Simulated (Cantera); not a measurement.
## Gas-phase reforming

A perfectly stirred reactor is fed with CH4 : H2O : H2 = 1 : 0.31 : 0.28 (molar parts), at 1.00 bar; it is held at 1750 K, and followed from long to short residence time.

Detailed kinetics in Cantera: GRI-Mech 3.0 (53 species, 325 reactions). GRI-Mech 3.0 stops at C3 and has no aromatics, soot or wall deposition, so with more carbon than oxygen in the feed, carbon stays in small species such as C2H2 where larger ones or solid carbon would form.

```
τ (s)     x CH4    x H2O   x H2   x C2H2       x O  x H2O2
-------  ------  -------  -----  -------  --------  ------
8.8      0.0214  0.00558  0.754    0.112  7.68e-12  <1e-12
2.1      0.0283   0.0195  0.739    0.118  2.59e-11  <1e-12
0.48     0.0466   0.0525  0.702    0.132  6.49e-11  <1e-12
0.11     0.0868   0.0960  0.641    0.143  1.11e-10  <1e-12
0.026     0.166    0.129  0.558    0.132  1.52e-10  <1e-12
0.0061    0.301    0.154  0.441   0.0931  2.17e-10  <1e-12
0.0014    0.462    0.176  0.306   0.0405  3.36e-10  <1e-12
0.00033   0.577    0.190  0.213  0.00702  4.07e-10  <1e-12
```
x: mole fraction; the columns are a selection and need not sum to one.
